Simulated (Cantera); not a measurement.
A perfectly stirred reactor is fed with CO : H2 : O2 : N2 = 1 : 0.2 : 1.4 : 5.25 (molar parts), at 1050 Torr; it is adiabatic with a 475 K inlet, and is followed from long to short residence time, starting on the burning branch (τ in s: 0.053, 0.025, 0.012, 0.0055, 0.0026, 0.0012, 0.00058, 0.00027, 0.00013, 6e-05, 2.8e-05, 1.3e-05, 6.3e-06).

Detailed kinetics in Cantera: GRI-Mech 3.0 (53 species, 325 reactions).

Problem. What does this change do: CO 1 to 0.66 parts?

Solution. 
| quantity | before | after |
|---|---|---|
| blow-out, bracketed by the residence times tried | burning at 0.580 ms, out at 0.270 ms | burning at 2.60 ms, out at 1.20 ms |
| x(CO) at τ = 53.0 ms | 0.00158 | 0.00142 |
| x(H2) at τ = 53.0 ms | 5.98e-5 | 5.24e-5 |
| x(O2) at τ = 53.0 ms | 0.111 | 0.137 |
| x(NO2) at τ = 53.0 ms | 1.31e-7 | 4.83e-8 |
| x(NO) at τ = 53.0 ms | 4.02e-5 | 4.54e-6 |
| x(CO) at τ = 0.580 ms | 0.0301 | 0.0879 |
| x(H2) at τ = 0.580 ms | 0.000827 | 0.0266 |
| x(O2) at τ = 0.580 ms | 0.121 | 0.186 |
| x(NO2) at τ = 0.580 ms | 1.55e-8 | <1e-12 |
| x(NO) at τ = 0.580 ms | 8.48e-6 | <1e-12 |

Problem. What does this change do: inlet temperature 475 to 450 K?

Solution. 
```csv
quantity,before,after
"blow-out, bracketed by the residence times tried","burning at 0.580 ms, out at 0.270 ms","burning at 0.580 ms, out at 0.270 ms"
x(CO) at τ = 53.0 ms,0.00158,0.00156
x(H2) at τ = 53.0 ms,5.98e-5,5.87e-5
x(O2) at τ = 53.0 ms,0.111,0.111
x(NO2) at τ = 53.0 ms,1.31e-7,1.22e-7
x(NO) at τ = 53.0 ms,4.02e-5,3.53e-5
x(CO) at τ = 0.580 ms,0.0301,0.0321
x(H2) at τ = 0.580 ms,0.000827,0.000859
x(O2) at τ = 0.580 ms,0.121,0.122
x(NO2) at τ = 0.580 ms,1.55e-8,1.36e-8
x(NO) at τ = 0.580 ms,8.48e-6,6.91e-6
```
